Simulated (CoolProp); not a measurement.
Vapour-liquid equilibrium of carbon dioxide (1) + R124 (2) at 0.599 MPa; x and y are mole fractions of (1).

The numbers come from the multi-fluid Helmholtz-energy mixture model, Span 1996 and de Vries 1995; pair parameters Bell 2016 in CoolProp.

```
x      bubble temperature, mixture model (°C)  bubble temperature, Raoult's law (°C)  y, mixture model  y, Raoult's law
-----  --------------------------------------  -------------------------------------  ----------------  ---------------
0.05                                     24.3                                   20.1             0.370            0.480
0.125                                     5.9                                    1.2             0.670            0.751
0.2                                      -6.8                                  -11.0                 ?            0.859
0.275                                       ?                                  -19.7                 ?            0.912
0.35                                    -23.0                                  -26.3             0.916            0.942
0.425                                   -28.6                                  -31.6             0.942            0.960
0.5                                     -33.3                                  -35.9                 ?            0.973
0.575                                   -37.4                                  -39.5                 ?            0.981
0.65                                    -40.9                                  -42.7                 ?            0.987
0.725                                   -44.1                                  -45.4             0.987            0.991
0.8                                     -47.0                                  -47.8                 ?            0.994
0.875                                   -49.5                                  -50.0                 ?            0.997
0.95                                    -51.8                                  -52.0             0.999            0.999
```

Problem. Complete the blanks.

Solution. 
- 0.2, y, mixture model: 0.806
- 0.275, bubble temperature, mixture model (°C): -16.0
- 0.275, y, mixture model: 0.876
- 0.5, y, mixture model: 0.959
- 0.575, y, mixture model: 0.971
- 0.65, y, mixture model: 0.980
- 0.8, y, mixture model: 0.992
- 0.875, y, mixture model: 0.996

The largest gap from Raoult's law is +4.7 K in bubble temperature, at x = 0.125. No azeotrope shows between x = 0.05 and 0.95.

The pair parameters rest on a limited set of measurements; away from them the model extrapolates.
